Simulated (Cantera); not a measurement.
**Si₃N₄ + HF + NF₃ (nitride etching)**

Feed: 1 mol Si₃N₄, 53 mol HF, 9 mol NF₃, held at 2.00 mbar.

Method: chemical equilibrium by Gibbs-energy minimisation in Cantera with the NASA 1993 tables (ideal gas, pure condensed phases). Candidate condensed phases: Si, Si₃N₄; 37 gas species. Kinetics and transport are ignored.

From 450 °C to 1275 °C nothing is condensed. The main Si-bearing gas is SiF₄ throughout.

```
T (°C)  log p HF  log p F  log p F₂  log p N₂  log p SiF₄  log p NF₃  log p H₂F₂  log p NF₂
------  --------  -------  --------  --------  ----------  ---------  ----------  ---------
450        -2.82    -4.51     -3.72     -3.74       -4.07      -5.24       -9.46     -10.67
525        -2.83    -3.99     -3.80     -3.74       -4.08      -6.25       -9.68     -10.52
600        -2.84    -3.65     -4.04     -3.76       -4.09      -7.34       -9.87     -10.57
675        -2.86    -3.48     -4.48     -3.77       -4.10      -8.63      -10.04     -10.85
750        -2.86    -3.43     -5.04     -3.77       -4.11      -9.99      -10.16     -11.27
825        -2.86    -3.42     -5.59     -3.77       -4.11     -11.26      -10.27     -11.70
900        -2.86    -3.41     -6.08     -3.78       -4.11     -12.39      -10.35     -12.09
975        -2.86    -3.41     -6.53     -3.78       -4.11     -13.40      -10.43     -12.44
1050       -2.86    -3.41     -6.92     -3.78       -4.11     -14.29      -10.49     -12.75
1125       -2.86    -3.41     -7.27     -3.78       -4.11       <-14      -10.55     -13.03
1200       -2.86    -3.41     -7.59     -3.78       -4.11       <-14      -10.60     -13.28
1275       -2.86    -3.41     -7.88     -3.78       -4.11       <-14      -10.65     -13.51
```
log p: log10 of the partial pressure in bar; nothing condenses.
